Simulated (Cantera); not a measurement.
Gas mixture: NH₃ : CH₄ : CO = 0.86 : 0.45 : 0.35 (molar parts), at 0.0825 Torr, frozen composition.

Cantera's kinetic-theory transport with the Lennard-Jones parameters of GRI-Mech 3.0, ideal gas; thermal conductivity in the multicomponent form. Polar gases are described roughly by these parameters. The composition is frozen, though it would react at the higher temperatures.

D: mixture-averaged diffusion coefficient of that species in the mixture.

```tsv
T (K)	ρ (kg/m³)	cp (J/kg/K)	μ (µPa s)	λ (mW/m/K)	Pr	D (cm²/s) OH	D (cm²/s) H₂	D (cm²/s) O
400	6.31e-5	1950	15.9	44.4	0.698	5190	11900	5270
550	4.59e-5	___	___	___	0.697	___	___	___
700	3.61e-5	___	___	___	0.699	___	___	___
850	2.97e-5	2729	29.8	116	0.702	19200	42900	19500
1000	2.52e-5	2948	33.9	142	0.704	25200	56300	25600
1150	2.19e-5	3133	37.6	167	0.707	31900	71000	32400
1300	1.94e-5	3295	41.2	192	0.708	39200	87100	39800
```

Q: What belongs in the gaps?

A: 
- 550, cp (J/kg/K): 2224
- 550, μ (µPa s): 20.9
- 550, λ (mW/m/K): 66.8
- 550, D (cm²/s) OH: 9090
- 550, D (cm²/s) H₂: 20500
- 550, D (cm²/s) O: 9230
- 700, cp (J/kg/K): 2493
- 700, μ (µPa s): 25.5
- 700, λ (mW/m/K): 91.1
- 700, D (cm²/s) OH: 13800
- 700, D (cm²/s) H₂: 30900
- 700, D (cm²/s) O: 14000
